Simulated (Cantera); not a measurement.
Equilibrium for fluorocarbon and chlorocarbon gases: CCl4 + CH4 + H2 + F2

A closed system holds: 1 mol CCl4, 0.043 mol CH4, a varied amount of H2, 0.29 mol F2, at 2775 K and 1.60 Pa.

Equilibrium computed with Cantera from the NASA thermochemical tables; the gas is ideal and each condensed phase is pure. Candidate condensed phases: C, C6H6, C7H8, C8H18; 118 gas species. Rates play no part.

```tsv
n(H2) (mol)	x Cl	x H	x F	x C	x C3	x HF
0.3	0.668	0.121	0.0877	0.0803	0.0245	0.00759
0.79	0.575	0.239	0.0702	0.0744	0.0195	0.0120
1.3	0.502	0.333	0.0581	0.0691	0.0157	0.0138
1.8	0.446	0.405	0.0496	0.0648	0.0129	0.0144
2.3	0.401	0.463	0.0433	0.0610	0.0107	0.0143
2.8	0.364	0.510	0.0384	0.0576	0.00908	0.0140
3.3	0.333	0.550	0.0345	0.0547	0.00775	0.0136
3.8	0.308	0.583	0.0313	0.0520	0.00668	0.0131
4.3	0.285	0.612	0.0286	0.0497	0.00580	0.0126
4.7	0.270	0.632	0.0268	0.0479	0.00521	0.0121
5.2	0.253	0.655	0.0248	0.0459	0.00458	0.0117
```
x: gas mole fraction; nothing condenses.

From 0.3 mol H2 to 5.2 mol H2 nothing is condensed. The main C-bearing gas is C throughout.
